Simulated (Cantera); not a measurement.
**Thermodynamics of chemical vapour transport, feed MgO + Br2 + H2**

Feed: 1 mol MgO, 0.032 mol Br2, 0.14 mol H2, held at 0.150 bar.

Equilibrium computed with Cantera from the NASA thermochemical tables; the gas is ideal and each condensed phase is pure. Candidate condensed phases: Br2, H2O, Mg, MgBr2, MgO, Mg(OH)2; 20 gas species. Kinetics and transport are ignored.

From 552 °C to 652 °C the condensed part is MgBr2(s) + MgO(s). From 702 °C to 902 °C the condensed part is MgO(s). The main Mg-bearing gas is MgBr2 throughout.

```csv
T (°C),log p H2,log p HBr,log p H2O,log p MgBr2,n MgBr2(s),n MgO(s)
552,-1.02,-1.28,-2.71,-4.76,0.00221,0.998
602,-1.02,-1.27,-2.99,-4.00,0.00105,0.999
652,-1.03,-1.26,-3.26,-3.32,8.46e-5,0.999
702,-1.03,-1.27,-3.11,-3.11,0,0.999
752,-1.03,-1.27,-2.96,-2.96,0,0.999
802,-1.03,-1.28,-2.82,-2.82,0,0.998
852,-1.03,-1.29,-2.70,-2.70,0,0.998
902,-1.03,-1.30,-2.59,-2.59,0,0.997
```
log p: log10 of the partial pressure in bar; n: condensed amount in mol.
